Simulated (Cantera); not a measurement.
Input: 1 mol B, 0.027 mol H2O, at 1402 °C and 4.20 bar.

Equilibrium computed with Cantera from the NASA thermochemical tables; the gas is ideal and each condensed phase is pure. Candidate condensed phases: B, B2O3, B3O3H3, H2O; 23 gas species. Mutual solubility and eutectic melting of coexisting phases are not modelled. The tables' values for BH2 are old estimates; treat these amounts as uncertain. Gases not in the tables: H3BO3, B2H6 and higher boranes. Equilibrium is a limit: real reactors are often held back by kinetics, nucleation or transport.

Base state: H2 0.976, B3O3H3 0.0131, HBO 0.00933, B2O2 0.000436, HBO2 0.000332, B2O3 0.000125, H 5.60e-5, H2O 5.01e-5 (mole fractions); condensed: B(s) + B2O3(l).

Problem. What changes in the equilibrium state with this change: pressure from 4.20 bar to 0.0330 bar?

Solution. 
| species | before | after |
|---|---|---|
| H2 | 0.976 | 0.825 |
| HBO | 0.00933 | 0.0968 |
| B2O2 | 0.000436 | 0.0554 |
| B2O3 | 0.000125 | 0.0159 |
| B3O3H3 | 0.0131 | 0.000904 |
| BO | 1.10e-5 | 0.00140 |
| BH3 | 2.56e-5 | 1.76e-6 |
| HBO2 | 0.000332 | 0.00344 |
| H | 5.60e-5 | 0.000581 |
| BH2 | 4.87e-5 | 4.12e-5 |
| B(s), mol | 0.982 | 0.980 |
| B2O3(l), mol | 0.00854 | 0.00627 |
